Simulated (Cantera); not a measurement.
What does this Cantera script print?

```python
import numpy as np
import cantera as ct

gas_names = [...]  # 151 gases of nasa_gas.yaml made of C, H, N, O, Si
cond_names = """
    C(gr) C6H6(L) C7H8(L) C8H18(L),n-octa H2O(s) H2O(L) Si(cr) Si(L) SiC(b) SiO2(Lqz) SiO2(hqz) SiO2(L)
    Si2N2O(s) Si3N4(a)
""".split()


# ... load() reads the species with a 1 bar reference pressure and builds the phases ...
atoms = {
    'HMDSO': {'Si': 2, 'C': 6, 'H': 18, 'O': 1},
    'H2O': {'H': 2, 'O': 1},
    'N2': {'N': 2},
}
top_T = {'C(gr)': 4500, 'SiC(b)': 3050, 'Si2N2O(s)': 2100, 'Si3N4(a)': 2400}  # K; cautious upper limits of use, not melting points


# ... equilibrate(T, P, feed) seeds the gas with the atoms and calls Mixture.equilibrate('TP', solver="vcs", rtol=1e-11, max_steps=5000) ...
results = []
T = 1998  # K
P = 6.3  # Pa
for m in [0.21, 0.35, 0.58, 0.98, 1.6, 2.8, 4.6, 7.7]:
    feed = {'HMDSO': 1, 'H2O': m, 'N2': 4.6}  # mol
    mix = equilibrate(T, P, feed)
    results.append((T, P, feed, dict(zip(mix.species_names, mix.species_moles))))

top = {s: max(r[3][s] / sum(r[3][g] for g in gas_names) for r in results) for s in gas_names}
cols = sorted((s for s in top if top[s] > 0.0001), key=lambda s: -top[s])[:6]
seen = [c for c in cond_names if any(r[3].get(c, 0) > 1e-12 for r in results)]
print("log10 of partial pressures in bar; condensed amounts in mol")
print(f"{'n(H2O)':>10s}" + "".join(f"{s[:9]:>10s}" for s in cols + seen))
for T, P, feed, n in results:
    ng = sum(n[g] for g in gas_names)
    print(f"{feed['H2O']:10.4g}" + "".join(f"{np.log10(max(n[s] / ng * P / 1e5, 1e-99)):10.3f}" for s in cols)
          + "".join(f"{n.get(c, 0):10.4g}" for c in seen))
```

It prints:

```
log10 of partial pressures in bar; condensed amounts in mol
    n(H2O)        H2        N2        CO         H       SiO        Si     C(gr)    SiC(b)
      0.21    -4.525    -4.769    -5.349    -5.057    -7.382    -5.636     3.321     1.307
      0.35    -4.527    -4.777    -5.309    -5.058    -7.342    -5.636     3.194     1.293
      0.58    -4.529    -4.790    -5.254    -5.059    -7.286    -5.636     2.985      1.27
      0.98    -4.533    -4.811    -5.177    -5.061    -7.210    -5.636     2.623      1.23
       1.6    -4.538    -4.843    -5.090    -5.064    -7.123    -5.636     2.061     1.169
       2.8    -4.547    -4.898    -4.979    -5.068    -7.012    -5.636    0.9729      1.05
       4.6    -4.564    -4.975    -4.894    -5.077    -6.601    -5.473         0    0.3254
       7.7    -4.553    -5.035    -4.924    -5.071    -5.397   -11.574         0         0
```

These are equilibrium values from Cantera (NASA tables, ideal gas, pure condensed phases), not measurements of a reactor. The feed counts by its element totals alone. The tables' values for SiN are old estimates; treat these amounts as uncertain.
